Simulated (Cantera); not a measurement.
Standard-state values (1 bar) from the NASA 1993 polynomials, evaluated with Cantera. Values are per mole of reaction as written; species without (g) are pure solids or liquids, kept so even where they would boil at 1 bar.

**Question.** Between 350 and 1250 K, where is each reaction favourable under standard conditions?
- Ca(g) + 2 F(g) → CaF2
- CaF2 → Ca + 2 F(g)

**Answer.** 
- Ca(g) + 2 F(g) → CaF2: ΔG° is -1421 kJ at 350 K and -1068 kJ at 1250 K; it stays negative (K > 1). ΔH° is -1544 kJ and ΔS° -381 J/K at 1250 K.
- CaF2 → Ca + 2 F(g): ΔG° is 1283 kJ at 350 K and 1022 kJ at 1250 K; it stays positive (K < 1). ΔH° is 1386 kJ and ΔS° 291 J/K at 1250 K.
